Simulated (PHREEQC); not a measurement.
A solution holds 57 mmol/kgw HF and 0.066 mmol/kgw KF, at 25 °C. It is in equilibrium with CO2 at log p = 0 (atm). Otherwise closed; pH follows from the charge balance.

Model: ion-association model, phreeqc.dat, run in PHREEQC.

Each row changes one thing in this solution. No solid was allowed to form.

```json
[
 {"case": "as made", "pH": "2.20", "ionic strength (mol/kgw)": "0.00682", "HF (mol/kgw)": "0.0492", "F- (mol/kgw)": "0.00574", "HF2- (mol/kgw)": "0.00108", "(CO2)2 (mol/kgw)": "2.10e-5"},
 {"case": "temperature from 25 to 45 °C", "pH": "2.28", "ionic strength (mol/kgw)": "0.00577", "HF (mol/kgw)": "0.0503", "F- (mol/kgw)": "0.00475", "HF2- (mol/kgw)": "0.00102", "(CO2)2 (mol/kgw)": "1.50e-5"},
 {"case": "HF replaced by NaBF4 at the same molality", "pH": "2.78", "ionic strength (mol/kgw)": "0.0590", "HF (mol/kgw)": "0.00612", "F- (mol/kgw)": "0.00311", "HF2- (mol/kgw)": "7.29e-5", "(CO2)2 (mol/kgw)": "2.07e-5"},
 {"case": "diluted 5-fold with water", "pH": "2.61", "ionic strength (mol/kgw)": "0.00260", "HF (mol/kgw)": "0.00873", "F- (mol/kgw)": "0.00251", "HF2- (mol/kgw)": "8.41e-5", "(CO2)2 (mol/kgw)": "2.10e-5"},
 {"case": "KF from 6.6e-05 to 7.26e-05 mol/kgw", "pH": "2.20", "ionic strength (mol/kgw)": "0.00683", "HF (mol/kgw)": "0.0492", "F- (mol/kgw)": "0.00574", "HF2- (mol/kgw)": "0.00108", "(CO2)2 (mol/kgw)": "2.10e-5"},
 {"case": "HF left out", "pH": "3.93", "ionic strength (mol/kgw)": "0.000186", "HF (mol/kgw)": "9.79e-6", "F- (mol/kgw)": "5.62e-5", "HF2- (mol/kgw)": "2.11e-9", "(CO2)2 (mol/kgw)": "2.10e-5"}
]
```

Constants without temperature data keep their 25 °C values here. Real BF4- forms and hydrolyses slowly; the run takes it at equilibrium.
